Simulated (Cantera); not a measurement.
What does this Cantera script print?

```python
import numpy as np
import cantera as ct

gas_names = """
    C CH CH2 CH3 CH2OH CH3O CH4 CH3OH CO CO2 COOH C2 C2H CHCO,ketyl C2H2,acetylene C2H2,vinylidene
    CH2CO,ketene C2H3,vinyl CH3CO,acetyl C2H4 C2H4O,ethylen CH3CHO,ethanal CH3COOH (HCOOH)2 C2H5 C2H6
    CH3OCH3 C2H5OH C2O C3 C3H3,propargyl C3H4,allene C3H4,propyne C3H4,cyclo- C3H5,allyl C3H6,propylene
    C3H6,cyclo- C3H6O C3H7,n-propyl C3H7,i-propyl C3H8 C3H8O,1propanol C3H8O,2propanol C3O2 C4 C4H2
    C4H4,1,3-cyclo- C4H6,butadiene C4H6,2-butyne C4H6,cyclo- C4H8,1-butene C4H8,cis2-buten
    C4H8,tr2-butene C4H8,isobutene C4H8,cyclo- (CH3COOH)2 C4H9,n-butyl C4H9,i-butyl C4H9,s-butyl
    C4H9,t-butyl C4H10,isobutane C4H10,n-butane C5 C5H6,1,3cyclo- C5H8,cyclo- C5H10,1-pentene
    C5H10,cyclo- C5H11,pentyl C5H11,t-pentyl C5H12,n-pentane C5H12,i-pentane CH3C(CH3)2CH3 C6H2
    C6H5,phenyl C6H5O,phenoxy C6H6 C6H5OH,phenol C6H10,cyclo- C6H12,1-hexene C6H12,cyclo- C6H13,n-hexyl
    C7H7,benzyl C7H8 C7H8O,cresol C7H14,1-heptene C7H15,n-heptyl C7H16,n-heptane C8H8,styrene
    C8H10,ethylbenz C8H16,1-octene C8H17,n-octyl C8H18,isooctane C8H18,n-octane C9H19,n-nonyl
    C10H8,naphthale C10H21,n-decyl C12H9,o-bipheny C12H10,bipheny H HCO HO2 H2 HCHO,formaldehy HCOOH H2O
    H2O2 O OH O2 O3 Si SiC SiC2 SiC4H12 SiH SiH2 SiH3 SiH4 SiO SiO2 Si2 Si2C Si3
""".split()
cond_names = """
    C(gr) C6H6(L) C7H8(L) C8H18(L),n-octa H2O(s) H2O(L) Si(cr) Si(L) SiC(b) SiO2(Lqz) SiO2(hqz) SiO2(L)
""".split()


def load(file, names, dense=False):
    # The tables refer to 1 bar. Condensed volumes are neglected.
    table = {s.name: s for s in ct.Species.list_from_file(file)}
    out = []
    for n in names:
        d = dict(table[n].input_data)
        d["thermo"] = dict(d["thermo"], **{"reference-pressure": 1e5})
        if dense:
            d["equation-of-state"] = {"model": "constant-volume", "density": "1e6 g/cm^3"}
        out.append(ct.Species.from_dict(d))
    return out


gas = ct.Solution(thermo="ideal-gas", species=load("nasa_gas.yaml", gas_names))
cond = {s.name: ct.Solution(thermo="fixed-stoichiometry", species=[s], name=s.name)
        for s in load("nasa_condensed.yaml", cond_names, dense=True)}
atoms = {
    'SiC': {'Si': 1, 'C': 1},
    'H2O': {'H': 2, 'O': 1},
    'H2': {'H': 2},
}
top_T = {'C(gr)': 4500, 'SiC(b)': 3050}  # K; cautious upper limits of use, not melting points


def equilibrate(T, P, feed):
    n = {}
    for name, mol in feed.items():
        for a, k in atoms[name].items():
            n[a] = n.get(a, 0.0) + k * mol
    gas.TPX = T, P, n
    mass = sum(n.values()) * gas.mean_molecular_weight
    gas.equilibrate("TP")
    valid = [c for c in cond.values() if c.min_temp <= T <= top_T.get(c.name, c.max_temp)]
    mix = ct.Mixture([(gas, mass / gas.mean_molecular_weight)] + [(c, 0.0) for c in valid])
    mix.T, mix.P = T, P
    mix.equilibrate("TP", solver="vcs", rtol=1e-11, max_steps=5000)
    return mix


results = []
T = 2175  # K
P = 1333.22  # Pa
for m in [1.2, 2.5, 5.1, 10, 21, 44, 90, 180]:
    feed = {'SiC': 1, 'H2O': 0.014, 'H2': m}  # mol
    mix = equilibrate(T, P, feed)
    results.append((T, P, feed, dict(zip(mix.species_names, mix.species_moles))))

top = {s: max(r[3][s] / sum(r[3][g] for g in gas_names) for r in results) for s in gas_names}
cols = sorted((s for s in top if top[s] > 1e-06), key=lambda s: -top[s])[:6]
seen = [c for c in cond_names if any(r[3].get(c, 0) > 1e-12 for r in results)]
print("log10 of partial pressures in bar; condensed amounts in mol")
print(f"{'n(H2)':>10s}" + "".join(f"{s[:9]:>10s}" for s in cols + seen))
for T, P, feed, n in results:
    ng = sum(n[g] for g in gas_names)
    print(f"{feed['H2']:10.4g}" + "".join(f"{np.log10(max(n[s] / ng * P / 1e5, 1e-99)):10.3f}" for s in cols)
          + "".join(f"{n.get(c, 0):10.4g}" for c in seen))
```

Output:

```
log10 of partial pressures in bar; condensed amounts in mol
     n(H2)        H2         H        CO        Si       SiO C2H2,acet    SiC(b)
       1.2    -1.902    -3.263    -3.896    -4.004    -4.687    -5.632    0.9869
       2.5    -1.899    -3.261    -4.173    -4.181    -5.320    -5.273    0.9837
       5.1    -1.897    -3.260    -4.466    -4.315    -5.881    -5.003    0.9764
        10    -1.896    -3.259    -4.753    -4.384    -6.305    -4.865    0.9608
        21    -1.896    -3.259    -5.072    -4.420    -6.697    -4.792    0.9245
        44    -1.896    -3.259    -5.393    -4.437    -7.051    -4.758    0.8477
        90    -1.896    -3.259    -5.703    -4.445    -7.377    -4.743    0.6939
       180    -1.896    -3.259    -6.004    -4.448    -7.685    -4.735    0.3928
```

Cantera equilibrium calculation (NASA polynomials, part measured and part estimated; ideal gas, pure solids and liquids). Gases not in the tables: Si2H6 and higher silanes.
